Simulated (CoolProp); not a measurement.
C3F8 (R218) along the isotherm 318.2 K: density (kg/m³) from the reference equation and from simpler models built on Tc = 345.0 K, pc = 2.640 MPa, ω = 0.317; each cubic takes its own stable root.

Values from CoolProp's reference Helmholtz-energy equation of state, Lemmon 2006. It is a short technical equation, of lower accuracy than the large ones.

```
p (MPa)  phase  reference  ideal gas  van der Waals  Redlich-Kwong  Soave-Redlich-Kwong  Peng-Robinson
-------  -----  ---------  ---------  -------------  -------------  -------------------  -------------
0.088      gas      6.347      6.254          6.331          6.346                6.350          6.359
0.176      gas      12.89      12.51          12.82          12.88                12.90          12.94
0.264      gas      19.65      18.76          19.49          19.63                19.67          19.76
0.352      gas      26.65      25.02          26.34          26.60                26.68          26.84
0.44       gas      33.91      31.27          33.39          33.82                33.95          34.21
0.528      gas      41.47      37.52          40.66          41.32                41.52          41.89
0.616      gas      49.36      43.78          48.18          49.10                49.40          49.93
0.704      gas      57.63      50.03          55.95          57.22                57.64          58.36
0.792      gas      66.34      56.29          64.01          65.71                66.29          67.24
0.88       gas      75.54      62.54          72.40          74.61                75.39          76.62
0.968      gas      85.34      68.79          81.15          83.99                85.03          86.59
1.06       gas      96.34      75.33          90.73          94.37                95.77          97.74
1.14       gas      106.7      81.02          99.47          104.0                105.8          108.2
1.23       gas      119.4      87.41          109.8          115.5                117.9          120.9
1.32       gas      133.6      93.81          120.9          128.0                131.2          134.9
```
